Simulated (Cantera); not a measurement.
Low-pressure radical oxidation in H2/O2

An isothermal, constant-pressure homogeneous reactor starts with H2 : O2 = 0.36 : 1 (molar parts), at 1325 K and 6.90 Torr.

Computed with Cantera and the H2/O2 subset of GRI-Mech 3.0, which has no nitrogen chemistry. Radical loss at walls, strong at low pressure, is not modelled. The temperature is held fixed by assumption; the heat of reaction is taken as removed at once.

| t (s) | x H2 | x O2 | x O | x H2O2 | x H |
|---|---|---|---|---|---|
| 6.00e-5 | 0.265 | 0.735 | 2.54e-8 | 7.51e-11 | 6.63e-8 |
| 0.000191 | 0.265 | 0.735 | 4.06e-7 | 7.47e-10 | 7.81e-7 |
| 0.000606 | 0.263 | 0.734 | 0.000413 | 8.20e-9 | 0.000772 |
| 0.00192 | 0.0157 | 0.585 | 0.0944 | 2.09e-7 | 0.0916 |
| 0.00612 | 0.0145 | 0.599 | 0.0833 | 2.28e-7 | 0.0767 |
| 0.0194 | 0.0105 | 0.633 | 0.0545 | 2.71e-7 | 0.0415 |
| 0.0617 | 0.00312 | 0.678 | 0.0147 | 2.51e-7 | 0.00588 |
| 0.196 | 0.000313 | 0.693 | 0.00145 | 9.90e-8 | 0.000181 |
| 0.623 | 3.45e-5 | 0.694 | 0.000160 | 2.90e-8 | 6.65e-6 |
| 1.98 | 5.89e-6 | 0.695 | 2.74e-5 | 8.92e-9 | 4.72e-7 |
| 6.29 | 1.40e-6 | 0.695 | 6.53e-6 | 3.10e-9 | 5.48e-8 |
| 20.0 | 5.77e-7 | 0.695 | 2.70e-6 | 1.72e-9 | 1.46e-8 |
x: mole fraction; the columns are a selection and need not sum to one.

Equilibrium at this temperature and pressure: H2 5.15e-7, O2 0.695, O 2.41e-6, H2O2 1.61e-9, H 1.23e-8 (gas phase only).
